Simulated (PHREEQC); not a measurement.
Make-up at 30 °C: 0.035 mol H2SO4, 0.019 mol FeSO4 and 0.32 mol NiSO4 per kg of water. It is in equilibrium with CO2 at log p = -3.4 (atm). Otherwise closed; pH follows from the charge balance.

Equilibrium calculation in PHREEQC: ion-association model, wateq4f.dat.

This is a speciation only: nothing precipitates in the calculation.

**Question.** Order these S species by the share of S that they hold, largest first: HSO4-, FeSO4, Ni(SO4)2-2, NiSO4, SO4-2.

**Answer.** NiSO4 (48 %), SO4-2 (35 %), HSO4- (14 %), FeSO4 (2.4 %), Ni(SO4)2-2 (0.47 %)

The pH is 1.90 and the ionic strength 0.593 mol/kgw.
